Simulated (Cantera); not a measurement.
## Gas-phase reforming

A perfectly stirred reactor is fed with 26.3 % CH₄, 73.7 % H₂O, at 5.00 bar; it is held at 1850 K, and followed from long to short residence time.

Cantera simulation using GRI-Mech 3.0 (53 species, 325 reactions); the numbers are that mechanism's predictions, not measurements.

```
τ (s)      x CH₄  x H₂O     x CH₃   x CH₂O  x CH₂CO    x C₂H₂
------  --------  -----  --------  -------  -------  --------
29      0.000428  0.291   2.83e-6  1.89e-7  2.56e-8   6.47e-6
13      0.000896  0.291   5.92e-6  2.12e-7  6.26e-8   2.82e-5
5.4      0.00189  0.293   1.25e-5  2.62e-7  1.74e-7  0.000126
2.4      0.00353  0.297   2.34e-5  3.47e-7  4.53e-7  0.000434
1.0      0.00637  0.304   4.26e-5  5.07e-7  1.23e-6   0.00140
0.45      0.0102  0.315   6.91e-5  7.55e-7  2.91e-6   0.00353
0.19      0.0160  0.337  0.000110  1.22e-6  6.79e-6   0.00820
0.084     0.0231  0.370  0.000164  2.01e-6  1.38e-5    0.0157
0.037     0.0321  0.414  0.000237  3.45e-6  2.55e-5    0.0260
0.016     0.0437  0.467  0.000339  6.13e-6  4.24e-5    0.0376
0.0069    0.0588  0.523  0.000482  1.08e-5  6.17e-5    0.0473
```
x: mole fraction; the columns are a selection and need not sum to one.
